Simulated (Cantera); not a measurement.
**Formation from one mole of Cl2**

Source: NASA polynomial tables (part measured, part estimated), evaluated in Cantera. Values are per mole of reaction as written; species without (g) are pure solids or liquids, kept so even where they would boil at 1 bar.

0.6667 Ti + Cl2(g) → 0.6667 TiCl3

```json
[
 {"T (K)": "300", "ΔH° (kJ)": "-481.1", "ΔS° (J/K)": "-150.3", "ΔG° (kJ)": "-436.1", "log10 K": "75.92"},
 {"T (K)": "650", "ΔH° (kJ)": "-476.6", "ΔS° (J/K)": "-140.3", "ΔG° (kJ)": "-385.4", "log10 K": "30.97"},
 {"T (K)": "725", "ΔH° (kJ)": "-475.7", "ΔS° (J/K)": "-138.9", "ΔG° (kJ)": "-375.0", "log10 K": "27.02"},
 {"T (K)": "800", "ΔH° (kJ)": "-474.8", "ΔS° (J/K)": "-137.7", "ΔG° (kJ)": "-364.6", "log10 K": "23.81"},
 {"T (K)": "875", "ΔH° (kJ)": "-473.8", "ΔS° (J/K)": "-136.6", "ΔG° (kJ)": "-354.3", "log10 K": "21.15"},
 {"T (K)": "950", "ΔH° (kJ)": "-472.9", "ΔS° (J/K)": "-135.6", "ΔG° (kJ)": "-344.1", "log10 K": "18.92"}
]
```

0.6667 B + Cl2(g) → 0.6667 BCl3(g)

| T (K) | ΔH° (kJ) | ΔS° (J/K) | ΔG° (kJ) | log10 K |
|---|---|---|---|---|
| 300 | -268.6 | -33.5 | -258.6 | 45.02 |
| 650 | -268.7 | -33.7 | -246.8 | 19.83 |
| 725 | -268.7 | -33.7 | -244.3 | 17.60 |
| 800 | -268.8 | -33.8 | -241.8 | 15.79 |
| 875 | -268.8 | -33.8 | -239.2 | 14.28 |
| 950 | -268.9 | -33.9 | -236.7 | 13.01 |

2 Cs + Cl2(g) → 2 CsCl

```json
[
 {"T (K)": "300", "ΔH° (kJ)": "-885.7", "ΔS° (J/K)": "-191.1", "ΔG° (kJ)": "-828.3", "log10 K": "144.22", "condensed phases": "Cs(s), CsCl(s)"},
 {"T (K)": "650", "ΔH° (kJ)": "-884.8", "ΔS° (J/K)": "-194.8", "ΔG° (kJ)": "-758.2", "log10 K": "60.93", "condensed phases": "Cs(l), CsCl(s)"},
 {"T (K)": "725", "ΔH° (kJ)": "-882.8", "ΔS° (J/K)": "-191.9", "ΔG° (kJ)": "-743.7", "log10 K": "53.58", "condensed phases": "Cs(l), CsCl(s)"},
 {"T (K)": "800", "ΔH° (kJ)": "-872.9", "ΔS° (J/K)": "-178.7", "ΔG° (kJ)": "-730.0", "log10 K": "47.66", "condensed phases": "Cs(l), CsCl(s)"},
 {"T (K)": "875", "ΔH° (kJ)": "-870.5", "ΔS° (J/K)": "-175.8", "ΔG° (kJ)": "-716.7", "log10 K": "42.78", "condensed phases": "Cs(l), CsCl(s)"},
 {"T (K)": "950", "ΔH° (kJ)": "-835.5", "ΔS° (J/K)": "-137.6", "ΔG° (kJ)": "-704.7", "log10 K": "38.75", "condensed phases": "Cs(l), CsCl(l)"}
]
```

0.6667 Fe + Cl2(g) → 0.3333 Fe2Cl6(g)

| T (K) | ΔH° (kJ) | ΔS° (J/K) | ΔG° (kJ) | log10 K |
|---|---|---|---|---|
| 300 | -218.1 | -62.3 | -199.4 | 34.72 |
| 650 | -216.6 | -58.7 | -178.5 | 14.34 |
| 725 | -216.6 | -58.6 | -174.1 | 12.54 |
| 800 | -216.6 | -58.6 | -169.7 | 11.08 |
| 875 | -216.8 | -58.9 | -165.3 | 9.87 |
| 950 | -217.2 | -59.3 | -160.8 | 8.84 |
